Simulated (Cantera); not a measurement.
Charge: 1 mol C3H6, a varied amount of H2, 1.7 mol N2, 0.54 mol O2, equilibrated at 648.15 K and 51.0 mbar.

Points: n(H2) (mol) = 0.46, 1, 1.6, 2.2, 2.8, 3.4, 3.9.

Cantera's Mixture.equilibrate('TP', solver="vcs", rtol=1e-11, max_steps=5000) on the NASA tables stopped like this:

```
T = 648.15 K  P = 5100 Pa  n(H2) = 0.46 mol  gas = 4.705 mol
   x: N2 3.613e-01  H2 3.086e-01  H2O 1.626e-01  CH4 1.321e-01  CO2 3.160e-02  CO 3.771e-03  NH3 1.011e-04
   condensed (mol): C(gr) 2.212
T = 648.15 K  P = 5100 Pa  n(H2) = 1 mol  gas = 5.085 mol
   x: N2 3.343e-01  H2 3.290e-01  H2O 1.571e-01  CH4 1.502e-01  CO2 2.594e-02  CO 3.417e-03  NH3 1.071e-04
   condensed (mol): C(gr) 2.087
T = 648.15 K  P = 5100 Pa  n(H2) = 1.6 mol  gas = 5.507 mol
   x: H2 3.482e-01  N2 3.086e-01  CH4 1.682e-01  H2O 1.505e-01  CO2 2.126e-02  CO 3.093e-03  NH3 1.121e-04
   condensed (mol): C(gr) 1.94
ERROR: FAILURE its = 5001!

*******************************************************************************
CanteraError thrown by MultiPhase::equilibrate:
VCS solver failed. Return code: -1
*******************************************************************************
```

Task: What got this run through?

Result: Several could match; the one computed here: The failure is numerical, not chemical. The same input converged with solver="gibbs", rtol=1e-10, max_steps=50000, and the result passed a check of the equilibrium conditions:
```
T = 648.15 K  P = 5100 Pa  n(H2) = 0.46 mol  gas = 4.705 mol
   x: N2 3.613e-01  H2 3.086e-01  H2O 1.626e-01  CH4 1.321e-01  CO2 3.160e-02  CO 3.771e-03  NH3 1.011e-04
   condensed (mol): C(gr) 2.212
T = 648.15 K  P = 5100 Pa  n(H2) = 1 mol  gas = 5.085 mol
   x: N2 3.343e-01  H2 3.290e-01  H2O 1.571e-01  CH4 1.502e-01  CO2 2.594e-02  CO 3.417e-03  NH3 1.071e-04
   condensed (mol): C(gr) 2.087
T = 648.15 K  P = 5100 Pa  n(H2) = 1.6 mol  gas = 5.507 mol
   x: H2 3.482e-01  N2 3.086e-01  CH4 1.682e-01  H2O 1.505e-01  CO2 2.126e-02  CO 3.093e-03  NH3 1.121e-04
   condensed (mol): C(gr) 1.94
T = 648.15 K  P = 5100 Pa  n(H2) = 2.2 mol  gas = 5.929 mol
   x: H2 3.645e-01  N2 2.867e-01  CH4 1.843e-01  H2O 1.439e-01  CO2 1.773e-02  CO 2.825e-03  NH3 1.157e-04
   condensed (mol): C(gr) 1.786
T = 648.15 K  P = 5100 Pa  n(H2) = 2.8 mol  gas = 6.35 mol
   x: H2 3.785e-01  N2 2.677e-01  CH4 1.987e-01  H2O 1.375e-01  CO2 1.501e-02  CO 2.599e-03  NH3 1.183e-04
   condensed (mol): C(gr) 1.627
T = 648.15 K  P = 5100 Pa  n(H2) = 3.4 mol  gas = 6.77 mol
   x: H2 3.906e-01  N2 2.510e-01  CH4 2.116e-01  H2O 1.314e-01  CO2 1.287e-02  CO 2.407e-03  NH3 1.201e-04
   condensed (mol): C(gr) 1.464
T = 648.15 K  P = 5100 Pa  n(H2) = 3.9 mol  gas = 7.12 mol
   x: H2 3.995e-01  N2 2.387e-01  CH4 2.214e-01  H2O 1.266e-01  CO2 1.142e-02  CO 2.267e-03  NH3 1.211e-04
   condensed (mol): C(gr) 1.326
```

The gas is ideal and each condensed phase is pure.
